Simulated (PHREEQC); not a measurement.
## Buffer

Make-up at 81 °C: 9.7 mmol/kgw KH2PO4 and 2.4 mmol/kgw KOH. Closed to the air; pH follows from the charge balance.

Equilibrium calculation in PHREEQC: ion-association model, wateq4f.dat.

This is a speciation only: nothing precipitates in the calculation.

### Question
What pH does the model give?

### Answer
pH 6.43.

### Question
In which forms is P present?

### Answer
H2PO4- 75 %, HPO4-2 24 % of the P.

H3PO4, which wateq4f.dat lacks, is added to it with the constant of phreeqc.dat. Away from 25 °C the constants follow the database's enthalpies or fits; those with neither stay at their 25 °C values.
